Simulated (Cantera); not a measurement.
A perfectly stirred reactor is fed with 19.0 % H2, 17.0 % O2, 64.0 % N2, at 54000 Pa; it is adiabatic with a 398 K inlet, and is followed from long to short residence time, starting on the burning branch (τ in s: 0.22, 0.11, 0.053, 0.027, 0.013, 0.0066, 0.0033, 0.0016, 0.00082, 0.00041, 0.0002, 0.0001, 5e-05).

Model: GRI-Mech 3.0 (53 species, 325 reactions), integrated in Cantera.

### Question
Predict: blow-out, bracketed by the residence times tried; x(H2) at τ = 0.220 s; x(O2) at τ = 0.220 s; x(O) at τ = 0.220 s; x(H2O2) at τ = 0.220 s; x(N2O) at τ = 0.220 s; x(H2) at τ = 3.30 ms; x(O2) at τ = 3.30 ms; x(O) at τ = 3.30 ms; x(H2O2) at τ = 3.30 ms; x(N2O) at τ = 3.30 ms.

### Answer
- blow-out, bracketed by the residence times tried = burning at 0.100 ms, out at 50.0 µs
- x(H2) at τ = 0.220 s = 0.000294
- x(O2) at τ = 0.220 s = 0.0821
- x(O) at τ = 0.220 s = 0.000240
- x(H2O2) at τ = 0.220 s = 7.96e-8
- x(N2O) at τ = 0.220 s = 2.53e-7
- x(H2) at τ = 3.30 ms = 0.00404
- x(O2) at τ = 3.30 ms = 0.0813
- x(O) at τ = 3.30 ms = 0.00329
- x(H2O2) at τ = 3.30 ms = 4.17e-7
- x(N2O) at τ = 3.30 ms = 2.03e-7
